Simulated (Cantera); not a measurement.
A closed system holds: 1 mol Ta₂O₅, 1.8 mol CH₄, 1.4 mol H₂, held at 110000 Pa.

Cantera equilibrium calculation (NASA polynomials, part measured and part estimated; ideal gas, pure solids and liquids). Candidate condensed phases: C, C₆H₆, C₇H₈, C₈H₁₈, H₂O, Ta, TaC, Ta₂O₅; 113 gas species. Mutual solubility and eutectic melting of coexisting phases are not modelled. TaC: taken at fixed stoichiometry. Condensed phases not in the tables: Ta₂C. Equilibrium is a limit: real reactors are often held back by kinetics, nucleation or transport.

x: gas mole fraction; n: condensed amount in mol.

```json
[
 {"T (°C)": "875", "x H₂": "0.960", "x CO": "0.0150", "x CH₄": "0.0241", "x H": "6.69e-8", "x H₂O": "[?]", "n C(graphite)": "1.57", "n TaC(s)": "0.0314", "n Ta₂O₅(s)": "0.984", "n Ta₂O₅(l)": "0"},
 {"T (°C)": "1075", "x H₂": "0.793", "x CO": "0.203", "x CH₄": "0.00195", "x H": "1.96e-6", "x H₂O": "[?]", "n C(graphite)": "0", "n TaC(s)": "0.515", "n Ta₂O₅(s)": "0.742", "n Ta₂O₅(l)": "0"},
 {"T (°C)": "1275", "x H₂": "0.793", "x CO": "0.203", "x CH₄": "0.000104", "x H": "2.61e-5", "x H₂O": "[?]", "n C(graphite)": "0", "n TaC(s)": "0.520", "n Ta₂O₅(s)": "0.740", "n Ta₂O₅(l)": "0"},
 {"T (°C)": "1475", "x H₂": "0.792", "x CO": "0.203", "x CH₄": "1.10e-5", "x H": "0.000194", "x H₂O": "[?]", "n C(graphite)": "0", "n TaC(s)": "0.522", "n Ta₂O₅(s)": "0.739", "n Ta₂O₅(l)": "0"},
 {"T (°C)": "1675", "x H₂": "0.791", "x CO": "0.203", "x CH₄": "1.88e-6", "x H": "0.000958", "x H₂O": "[?]", "n C(graphite)": "0", "n TaC(s)": "0.523", "n Ta₂O₅(s)": "0.738", "n Ta₂O₅(l)": "0"},
 {"T (°C)": "1875", "x H₂": "0.788", "x CO": "0.203", "x CH₄": "4.73e-7", "x H": "0.00353", "x H₂O": "0.00508", "n C(graphite)": "0", "n TaC(s)": "0.524", "n Ta₂O₅(s)": "0", "n Ta₂O₅(l)": "0.738"},
 {"T (°C)": "2075", "x H₂": "0.782", "x CO": "0.202", "x CH₄": "1.60e-7", "x H": "0.0104", "x H₂O": "0.00520", "n C(graphite)": "0", "n TaC(s)": "0.524", "n Ta₂O₅(s)": "0", "n Ta₂O₅(l)": "0.738"}
]
```

What belongs in the gaps?


- 875, x H₂O: 0.000763
- 1075, x H₂O: 0.00213
- 1275, x H₂O: 0.00298
- 1475, x H₂O: 0.00381
- 1675, x H₂O: 0.00459
